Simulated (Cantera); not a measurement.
A closed system holds: 1 mol B2O3, 1.3 mol H2O, 51 mol N2, held at 1100 K and 2.30 mbar.

Equilibrium computed with Cantera from the NASA thermochemical tables; the gas is ideal and each condensed phase is pure. Candidate condensed phases: B, BN, B2O3, B3O3H3, H2O; 39 gas species. Rates play no part.

Q: What is the equilibrium state?

A: 
```json
{
  "x(N2)": "0.975",
  "x(H2O)": "0.0246",
  "x(HBO2)": "0.000570",
  "x((HBO2)3)": "3.22e-6",
  "x(H2)": "1.03e-6",
  "n(B2O3(l))": "0.985 mol",
  "gas_amount": "52.31 mol",
  "log10 activity of B(s) (absent)": "-16.92",
  "log10 activity of B3O3H3(s) (absent)": "-35.83"
}
```
